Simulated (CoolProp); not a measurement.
Aqueous sodium chloride as a coolant, 23 % by mass, freezing at -20.5 °C, 1 atm.

Values from CoolProp's Melinder's fits for secondary coolants.

```csv
T (°C),viscosity (mPa s),Prandtl number,density (kg/m³),conductivity (W/(m K))
-13.6,4.92,30.9,1187,0.524
-6.2,3.71,22.9,1184,0.535
1.2,2.87,17.4,1181,0.546
8.6,2.28,13.6,1177,0.557
16,1.87,10.9,1174,0.568
23.4,1.57,9.03,1170,0.579
30.8,1.35,7.66,1166,0.591
38.2,1.20,6.67,1163,0.602
```
